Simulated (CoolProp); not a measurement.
Vapour-liquid equilibrium of R114 (1) + R113 (2) at 3.35 bar; x and y are mole fractions of (1).

Values from CoolProp's multi-fluid Helmholtz-energy mixture model, Platzer 1990 and Marx 1992; pair parameters Bell 2016. This equation is an older, rougher fit; its heat capacities, sound speeds and derivatives of the liquid may be far off and weren't checked against measurements.

```tsv
x	bubble temperature, mixture model (K)	bubble temperature, Raoult's law (K)	y, mixture model	y, Raoult's law
0.05	358.1	357.7	0.135	0.154
0.2	347.1	346.3	0.442	0.475
0.35	337.9	337.3	0.642	0.671
0.5	330.4	329.9	0.776	0.797
0.65	324.2	323.8	0.868	0.883
0.8	318.9	318.6	0.935	0.944
0.95	314.2	314.2	0.986	0.988
```

The largest gap from Raoult's law is +0.8 K in bubble temperature, at x = 0.2. No azeotrope shows between x = 0.05 and 0.95.

The pair parameters rest on a limited set of measurements; away from them the model extrapolates.
